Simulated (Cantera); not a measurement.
Input (Python, Cantera) and output of one run.

```python
import numpy as np
import cantera as ct

gas_names = [...]  # 136 gases of nasa_gas.yaml made of C, H, N, O
cond_names = """
    C(gr) C6H6(L) C7H8(L) C8H18(L),n-octa H2O(s) H2O(L)
""".split()


# ... load() reads the species with a 1 bar reference pressure and builds the phases ...
atoms = {
    'acetone': {'C': 3, 'H': 6, 'O': 1},
    'CO2': {'C': 1, 'O': 2},
    'N2': {'N': 2},
}
top_T = {'C(gr)': 4500}  # K; cautious upper limits of use, not melting points


# ... equilibrate(T, P, feed) seeds the gas with the atoms and calls Mixture.equilibrate('TP', solver="vcs", rtol=1e-11, max_steps=5000) ...
results = []
feed = {'acetone': 1, 'CO2': 4.8, 'N2': 16}  # mol
P = 1300  # Pa
for T in [700, 850, 1000, 1150, 1300, 1450, 1600]:
    mix = equilibrate(T, P, feed)
    results.append((T, P, feed, dict(zip(mix.species_names, mix.species_moles))))
    x = sorted(zip(gas.X, gas.species_names), reverse=True)
    print(f"T = {T:g} K  P = {P:g} Pa  gas = {mix.phase_moles(0):.4g} mol")
    print("   x: " + "  ".join(f"{s} {v:.3e}" for v, s in x if v > 0.0001))
    print("   condensed (mol): " + ("  ".join(f"{mix.phase(i).name} {mix.phase_moles(i):.4g}"
          for i in range(1, mix.n_phases) if mix.phase_moles(i) > 1e-12) or "none"))
```

Output:

```
T = 700 K  P = 1300 Pa  gas = 24.63 mol
   x: N2 6.497e-01  CO2 1.721e-01  H2 9.097e-02  CO 5.730e-02  H2O 2.902e-02  CH4 9.152e-04
   condensed (mol): C(gr) 2.129
T = 850 K  P = 1300 Pa  gas = 26.8 mol
   x: N2 5.970e-01  CO 2.009e-01  H2 9.758e-02  CO2 9.015e-02  H2O 1.434e-02
   condensed (mol): none
T = 1000 K  P = 1300 Pa  gas = 26.8 mol
   x: N2 5.970e-01  CO 2.102e-01  H2 8.829e-02  CO2 8.083e-02  H2O 2.365e-02
   condensed (mol): none
T = 1150 K  P = 1300 Pa  gas = 26.8 mol
   x: N2 5.970e-01  CO 2.183e-01  H2 8.019e-02  CO2 7.272e-02  H2O 3.175e-02
   condensed (mol): none
T = 1300 K  P = 1300 Pa  gas = 26.8 mol
   x: N2 5.970e-01  CO 2.248e-01  H2 7.368e-02  CO2 6.622e-02  H2O 3.826e-02
   condensed (mol): none
T = 1450 K  P = 1300 Pa  gas = 26.8 mol
   x: N2 5.970e-01  CO 2.299e-01  H2 6.857e-02  CO2 6.112e-02  H2O 4.336e-02
   condensed (mol): none
T = 1600 K  P = 1300 Pa  gas = 26.8 mol
   x: N2 5.970e-01  CO 2.339e-01  H2 6.452e-02  CO2 5.712e-02  H2O 4.735e-02  H 1.211e-04
   condensed (mol): none
```

Cantera equilibrium calculation (NASA polynomials, part measured and part estimated; ideal gas, pure solids and liquids). The feed counts by its element totals alone.
